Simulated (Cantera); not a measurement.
An isothermal, constant-pressure homogeneous reactor starts with 1.72 % C2H6, 98.3 % N2, at 1075 K and 69.0 Pa.

Cantera simulation using GRI-Mech 3.0 (53 species, 325 reactions); the numbers are that mechanism's predictions, not measurements. GRI-Mech 3.0 stops at C3 and has no aromatics, soot or wall deposition, so with more carbon than oxygen in the feed, carbon stays in small species such as C2H2 where larger ones or solid carbon would form. Radical loss at walls, strong at low pressure, is not modelled.

x: mole fraction; the columns are a selection and need not sum to one.

| t (s) | x C2H6 | x CH3 | x CH4 | x C2H4 | x H2 | x CH2 |
|---|---|---|---|---|---|---|
| 4.00e-6 | 0.0172 | 5.52e-11 | <1e-12 | <1e-12 | <1e-12 | <1e-12 |
| 1.24e-5 | 0.0172 | 1.71e-10 | <1e-12 | <1e-12 | <1e-12 | <1e-12 |
| 3.86e-5 | 0.0172 | 5.32e-10 | <1e-12 | <1e-12 | <1e-12 | <1e-12 |
| 0.000120 | 0.0172 | 1.65e-9 | <1e-12 | <1e-12 | <1e-12 | <1e-12 |
| 0.000372 | 0.0172 | 5.13e-9 | 1.10e-12 | <1e-12 | <1e-12 | <1e-12 |
| 0.00116 | 0.0172 | 1.59e-8 | 1.07e-11 | <1e-12 | <1e-12 | <1e-12 |
| 0.00359 | 0.0172 | 4.94e-8 | 1.03e-10 | 5.13e-12 | 1.47e-12 | <1e-12 |
| 0.0111 | 0.0172 | … | 9.86e-10 | 1.45e-10 | 6.78e-11 | <1e-12 |
| 0.0346 | 0.0172 | 4.68e-7 | 9.43e-9 | 4.12e-9 | 3.04e-9 | <1e-12 |
| 0.107 | 0.0172 | 1.39e-6 | 8.84e-8 | 1.18e-7 | 1.06e-7 | 1.20e-12 |
| 0.334 | 0.0172 | 3.83e-6 | 7.84e-7 | 3.24e-6 | 3.12e-6 | 1.89e-11 |
| 1.04 | 0.0172 | 9.99e-6 | 6.40e-6 | 6.63e-5 | 6.47e-5 | 2.15e-10 |
| 3.22 | 0.0166 | 3.01e-5 | 5.91e-5 | 0.000605 | 0.000582 | 1.41e-9 |
| 10.0 | … | … | … | … | … | … |

Problem. Complete the blanks.

Solution. 
- 0.0111, x CH3: 1.53e-7
- 10.0, x C2H6: 0.0137
- 10.0, x CH3: 5.12e-5
- 10.0, x CH4: 0.000458
- 10.0, x C2H4: 0.00319
- 10.0, x H2: 0.00307
- 10.0, x CH2: 3.39e-9
